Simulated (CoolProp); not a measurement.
A closed Brayton cycle with carbon dioxide: compressor inlet 306.15 K and 8.7 MPa, high pressure 29.5 MPa, turbine inlet 695 K, compressor efficiency 0.89, turbine efficiency 0.93, recuperator effectiveness 0 (on enthalpy, no pinch check). Each further row changes one setting.

Values from CoolProp's reference Helmholtz-energy equation of state, Span 1996.

```
case                           thermal efficiency (%)  net work (kJ/kg)  compressor to turbine work  compressor exit (K)  turbine exit (K)
-----------------------------  ----------------------  ----------------  --------------------------  -------------------  ----------------
as stated                                        18.5               101                        0.23                339.3             559.3
turbine inlet 645 K                              18.4              88.5                        0.26                339.3             514.5
compressor inlet 316.15 K                        19.2              81.8                        0.38                397.1             559.3
high pressure 25.1 MPa                           16.5              91.6                        0.21                333.9             576.8
recuperator effectiveness 0.5                    24.8               101                        0.23                339.3             559.3
```
